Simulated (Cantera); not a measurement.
What does this Cantera script print?

```python
import numpy as np
import cantera as ct

gas = ct.Solution("gri30.yaml")
gas.TPX = 1723, 190000, {'CH4': 1, 'C2H6': 0.11, 'O2': 7.45, 'N2': 73.8}
reactor = ct.IdealGasReactor(gas, energy="on", clone=False)
net = ct.ReactorNet([reactor])
net.rtol, net.atol = 1e-08, 1e-16
show = ['CH4', 'C2H6', 'O2', 'CH2O', 'CH2']
times = np.geomspace(3e-06, 2, 15)

steps = ct.SolutionArray(gas, extra=["t"])
rows = []
print(f"{'t/s':>10s}{'T/K':>9s}{'P/Pa':>11s}" + "".join(f"{s:>11s}" for s in show))
for t in times:
    while net.time < t:
        t_next = net.step()
        steps.append(gas.state, t=t_next)
    rows.append([np.interp(t, steps.t, y) for y in (steps.T, steps.P, *steps(*show).X.T)])
    print(f"{t:10.3e}{rows[-1][0]:9.1f}{rows[-1][1]:11.4g}" + "".join(f"{x:11.3e}" for x in rows[-1][2:]))
rate = np.gradient(steps.T, steps.t)
print("integrator steps:", len(steps.t))
if steps.T.max() > steps.T[0] + 200:
    print(f"time of steepest temperature rise: {steps.t[rate.argmax()]:.4e} s")
gas.TPX = 1723, 190000, {'CH4': 1, 'C2H6': 0.11, 'O2': 7.45, 'N2': 73.8}
gas.equilibrate("UV")
print(f"equilibrium (UV): T = {gas.T:.1f} K  " + "  ".join(f"{s} {gas[s].X[0]:.3e}" for s in show))
```

Result:

```
       t/s      T/K       P/Pa        CH4       C2H6         O2       CH2O        CH2
 3.000e-06   1722.0  1.899e+05  1.214e-02  1.260e-03  9.044e-02  3.046e-06  7.641e-09
 7.818e-06   1720.8  1.898e+05  1.208e-02  1.137e-03  9.039e-02  2.393e-05  8.838e-08
 2.038e-05   1722.3  1.901e+05  1.133e-02  7.745e-04  8.968e-02  2.462e-04  1.259e-06
 5.310e-05   1933.0  2.157e+05  3.651e-06  3.688e-12  6.405e-02  1.398e-06  1.050e-07
 1.384e-04   2036.4  2.259e+05  1.672e-19  2.614e-34  6.002e-02  1.454e-12  4.699e-18
 3.607e-04   2102.1  2.324e+05  1.807e-19 -5.821e-32  6.068e-02  1.180e-13  1.258e-20
 9.399e-04   2122.3  2.343e+05 -1.073e-19  2.905e-33  6.102e-02  1.239e-14 -1.781e-21
 2.449e-03   2125.0  2.346e+05 -2.517e-22  1.453e-37  6.107e-02  6.765e-15  9.846e-23
 6.384e-03   2124.9  2.346e+05  5.345e-23  1.524e-42  6.104e-02  6.705e-15  1.194e-22
 1.664e-02   2124.5  2.346e+05  5.307e-23  1.502e-42  6.098e-02  6.675e-15  1.181e-22
 4.336e-02   2123.5  2.344e+05  5.211e-23  1.450e-42  6.081e-02  6.601e-15  1.148e-22
 1.130e-01   2121.1  2.342e+05  4.990e-23  1.331e-42  6.042e-02  6.430e-15  1.075e-22
 2.945e-01   2116.4  2.337e+05  4.579e-23  1.129e-42  5.965e-02  6.102e-15  9.418e-23
 7.674e-01   2110.7   2.33e+05  4.115e-23  9.204e-43  5.870e-02  5.719e-15  7.996e-23
 2.000e+00   2108.2  2.327e+05  3.931e-23  8.433e-43  5.829e-02  5.562e-15  7.454e-23
integrator steps: 1539
time of steepest temperature rise: 4.5452e-05 s
equilibrium (UV): T = 2108.1 K  CH4 6.447e-23  C2H6 1.589e-42  O2 5.827e-02  CH2O 5.554e-15  CH2 1.696e-22
```

Model: GRI-Mech 3.0 (53 species, 325 reactions), integrated in Cantera.
